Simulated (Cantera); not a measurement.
Input: 1 mol Si, 1.7 mol H₂, 0.72 mol HCl, at 1277 °C and 600 Torr.

Equilibrium computed with Cantera from the NASA thermochemical tables; the gas is ideal and each condensed phase is pure. Candidate condensed phases: Si; 19 gas species. The tables' values for SiCl₃ are old estimates; treat these amounts as uncertain. Kinetics and transport are ignored.

What is the equilibrium state?


```json
{
  "x(H₂)": "0.806",
  "x(HCl)": "0.115",
  "x(SiCl₂)": "0.0545",
  "x(SiCl₃)": "0.0114",
  "x(SiCl₄)": "0.00661",
  "x(SiHCl₃)": "0.00571",
  "x(SiH₂Cl₂)": "0.000804",
  "x(SiH₃Cl)": "3.35e-5",
  "x(H)": "3.16e-5",
  "n(Si(s))": "0.812 mol",
  "gas_amount": "2.375 mol"
}
```
